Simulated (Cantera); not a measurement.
Adiabatic ignition

An adiabatic, constant-pressure homogeneous reactor starts with 7.69 % CH4, 0.246 % C2H6, 24.2 % O2, 67.9 % N2, at 1225 K and 9.87 atm.

Detailed kinetics in Cantera: GRI-Mech 3.0 (53 species, 325 reactions).

```json
[
 {"t (s)": "4.00e-6", "T (K)": "1225", "x CH4": "0.0769", "x C2H6": "0.00246", "x O2": "0.242", "x OH": "1.09e-10", "x CO": "<1e-12", "x N2O": "<1e-12"},
 {"t (s)": "1.39e-5", "T (K)": "1225", "x CH4": "0.0769", "x C2H6": "0.00246", "x O2": "0.242", "x OH": "4.18e-10", "x CO": "4.26e-11", "x N2O": "<1e-12"},
 {"t (s)": "4.80e-5", "T (K)": "1225", "x CH4": "0.0769", "x C2H6": "0.00246", "x O2": "0.242", "x OH": "1.99e-9", "x CO": "2.13e-9", "x N2O": "2.49e-12"},
 {"t (s)": "0.000167", "T (K)": "1225", "x CH4": "0.0768", "x C2H6": "0.00245", "x O2": "0.242", "x OH": "1.60e-8", "x CO": "2.02e-7", "x N2O": "4.04e-11"},
 {"t (s)": "0.000577", "T (K)": "1228", "x CH4": "0.0763", "x C2H6": "0.00244", "x O2": "0.242", "x OH": "1.03e-7", "x CO": "3.57e-5", "x N2O": "5.92e-10"},
 {"t (s)": "0.00200", "T (K)": "2677", "x CH4": "<1e-12", "x C2H6": "<1e-12", "x O2": "0.0746", "x OH": "0.0129", "x CO": "0.00753", "x N2O": "2.52e-6"},
 {"t (s)": "0.00693", "T (K)": "2667", "x CH4": "<1e-12", "x C2H6": "<1e-12", "x O2": "0.0713", "x OH": "0.0124", "x CO": "0.00737", "x N2O": "2.62e-6"},
 {"t (s)": "0.0240", "T (K)": "2667", "x CH4": "<1e-12", "x C2H6": "<1e-12", "x O2": "0.0713", "x OH": "0.0124", "x CO": "0.00737", "x N2O": "2.62e-6"},
 {"t (s)": "0.0833", "T (K)": "2667", "x CH4": "<1e-12", "x C2H6": "<1e-12", "x O2": "0.0713", "x OH": "0.0124", "x CO": "0.00737", "x N2O": "2.62e-6"},
 {"t (s)": "0.289", "T (K)": "2667", "x CH4": "<1e-12", "x C2H6": "<1e-12", "x O2": "0.0713", "x OH": "0.0124", "x CO": "0.00737", "x N2O": "2.62e-6"},
 {"t (s)": "1.00", "T (K)": "2667", "x CH4": "<1e-12", "x C2H6": "<1e-12", "x O2": "0.0713", "x OH": "0.0124", "x CO": "0.00737", "x N2O": "2.62e-6"}
]
```
x: mole fraction; the columns are a selection and need not sum to one.

| Item | Value |
|---|---|
| time of steepest temperature rise | 1.27 ms |
| temperature at 1.00 s | 2667 K |
| equilibrium temperature | 2667 K |
| x(CH4) at 1.00 s | <1e-12 (gas-phase equilibrium <1e-12) |
| x(C2H6) at 1.00 s | <1e-12 (gas-phase equilibrium <1e-12) |
| x(O2) at 1.00 s | 0.0713 (gas-phase equilibrium 0.0713) |
